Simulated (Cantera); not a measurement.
Input (Python, Cantera):

```python
import numpy as np
import cantera as ct

gas = ct.Solution("gri30.yaml")
gas.TPX = 1298, 101325, {'CH4': 0.002, 'O2': 0.016, 'N2': 0.43}
reactor = ct.IdealGasConstPressureReactor(gas, energy="off", clone=False)
net = ct.ReactorNet([reactor])
net.rtol, net.atol = 1e-08, 1e-18
show = ['CH4', 'O2', 'C2H2', 'CH2', 'C2H', 'NO', 'C2H4']
times = np.geomspace(7e-06, 100, 13)

steps = ct.SolutionArray(gas, extra=["t"])
rows = []
print(f"{'t/s':>10s}{'T/K':>9s}{'P/Pa':>11s}" + "".join(f"{s:>11s}" for s in show))
for t in times:
    while net.time < t:
        t_next = net.step()
        steps.append(gas.state, t=t_next)
    rows.append([np.interp(t, steps.t, y) for y in (steps.T, steps.P, *steps(*show).X.T)])
    print(f"{t:10.3e}{rows[-1][0]:9.1f}{rows[-1][1]:11.4g}" + "".join(f"{x:11.3e}" for x in rows[-1][2:]))
rate = np.gradient(steps.T, steps.t)
print("integrator steps:", len(steps.t))
if steps.T.max() > steps.T[0] + 200:
    print(f"time of steepest temperature rise: {steps.t[rate.argmax()]:.4e} s")
gas.TPX = 1298, 101325, {'CH4': 0.002, 'O2': 0.016, 'N2': 0.43}
gas.equilibrate("TP")
print(f"equilibrium (TP): T = {gas.T:.1f} K  " + "  ".join(f"{s} {gas[s].X[0]:.3e}" for s in show))
```

Result:

```
       t/s      T/K       P/Pa        CH4         O2       C2H2        CH2        C2H         NO       C2H4
 7.000e-06   1298.0  1.013e+05  4.464e-03  3.571e-02  5.291e-26  4.165e-19  4.083e-37  9.782e-21  2.097e-19
 2.763e-05   1298.0  1.013e+05  4.464e-03  3.571e-02  3.308e-23  1.026e-17  1.424e-33  3.131e-19  3.230e-17
 1.090e-04   1298.0  1.013e+05  4.464e-03  3.571e-02  1.593e-20  8.763e-17  1.252e-30  3.110e-18  3.719e-15
 4.304e-04   1298.0  1.013e+05  4.464e-03  3.571e-02  5.696e-18  8.886e-16  9.528e-28  2.069e-17  3.282e-13
 1.698e-03   1298.0  1.013e+05  4.464e-03  3.571e-02  2.479e-15  2.084e-14  1.623e-24  2.074e-16  3.850e-11
 6.704e-03   1298.0  1.013e+05  4.460e-03  3.571e-02  3.493e-12  1.918e-12  2.001e-20  4.900e-15  1.354e-08
 2.646e-02   1298.0  1.013e+05  4.290e-03  3.560e-02  1.550e-08  1.438e-10  1.180e-15  2.565e-13  5.576e-06
 1.044e-01   1298.0  1.013e+05  1.128e-18  2.679e-02 -3.706e-27  4.686e-21 -2.480e-32  1.709e-07  3.496e-29
 4.121e-01   1298.0  1.013e+05  1.031e-19  2.678e-02 -5.212e-28 -1.552e-22 -9.501e-34  1.754e-07  2.734e-29
 1.627e+00   1298.0  1.013e+05 -8.359e-20  2.679e-02 -2.316e-28 -1.338e-24 -2.632e-34  1.763e-07  2.621e-29
 6.420e+00   1298.0  1.013e+05  3.479e-25  2.679e-02 -2.053e-28  2.048e-27 -2.213e-34  1.765e-07 -4.270e-35
 2.534e+01   1298.0  1.013e+05  3.178e-25  2.679e-02 -1.451e-28  1.903e-27 -1.564e-34  1.771e-07 -3.207e-37
 1.000e+02   1298.0  1.013e+05  2.382e-25  2.679e-02 -3.701e-29  1.426e-27 -3.989e-35  1.796e-07 -8.181e-38
integrator steps: 2299
equilibrium (TP): T = 1298.0 K  CH4 3.193e-36  O2 2.671e-02  C2H2 9.342e-49  CH2 9.584e-39  C2H 6.524e-54  NO 1.546e-04  C2H4 1.263e-56
```

Computed with Cantera and GRI-Mech 3.0 (53 species, 325 reactions).
